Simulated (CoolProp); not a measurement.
cis-2-butene along the isotherm 525 K: density (kg/m³) from the reference equation and from simpler models built on Tc = 435.8 K, pc = 4236 kPa, ω = 0.202; each cubic takes its own stable root.

Computed with CoolProp (reference Helmholtz-energy equation of state, Lemmon 2005). It is a short technical equation, of lower accuracy than the large ones.

| p (kPa) | phase | reference |
|---|---|---|
| 177 | gas | 2.293 |
| 353 | gas | 4.610 |
| 530 | gas | 6.978 |
| 706 | gas | 9.371 |
| 883 | gas | 11.82 |
| 1060 | gas | 14.31 |
| 1240 | gas | 16.89 |
| 1410 | gas | 19.36 |
| 1590 | gas | 22.03 |
| 1770 | gas | 24.75 |
| 1940 | gas | 27.37 |
| 2120 | gas | 30.19 |

Q: How far does each simpler model (van der Waals, Redlich-Kwong, Peng-Robinson) lie from the reference over these 12 states: mean and median of the absolute difference, and the worst?

A: 
- van der Waals: mean 0.1 %, median 0.1 %, worst +0.3 % at 525 K and 2120 kPa
- Redlich-Kwong: mean 0.3 %, median 0.2 %, worst +0.5 % at 525 K and 2120 kPa
- Peng-Robinson: mean 0.6 %, median 0.6 %, worst +1.0 % at 525 K and 2120 kPa
